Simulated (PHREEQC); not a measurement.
Solution (17 °C): 3.1 mmol/kgw KOH and 0.27 mmol/kgw Na2CO3. Closed to the air; pH follows from the charge balance.

Model: ion-association model, phreeqc.dat, run in PHREEQC.

No solid was allowed to form.

Q: What pH does the model give?

A: pH 11.73.

Q: In which forms is C present?

A: CO3-2 96 %, HCO3- 3.7 % of the C.
